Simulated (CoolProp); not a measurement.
o-xylene along the isotherm 620 K: density (kg/m³) from the reference equation and from simpler models built on Tc = 630.3 K, pc = 37.37 bar, ω = 0.312; each cubic takes its own stable root.

Model: reference Helmholtz-energy equation of state, Zhou 2012, in CoolProp.

```tsv
p (bar)	phase	reference
0.177	gas	0.3652
0.26	gas	0.5369
0.382	gas	0.7899
0.561	gas	1.162
0.823	gas	1.710
1.21	gas	2.524
1.77	gas	3.716
2.6	gas	5.508
3.82	gas	8.206
5.61	gas	12.31
8.23	gas	18.66
12.1	gas	28.95
17.7	gas	46.46
26	gas	83.30
38.2	liquid	459.4
56.1	liquid	510.8
```

Task: How far does each simpler model (Redlich-Kwong, Soave-Redlich-Kwong) lie from the reference over these 16 states: mean and median of the absolute difference, and the worst?

Result: 
- Redlich-Kwong: mean 3.4 %, median 0.3 %, worst -23.1 % at 620 K and 38.2 bar
- Soave-Redlich-Kwong: mean 3.1 %, median 0.3 %, worst -20.7 % at 620 K and 38.2 bar
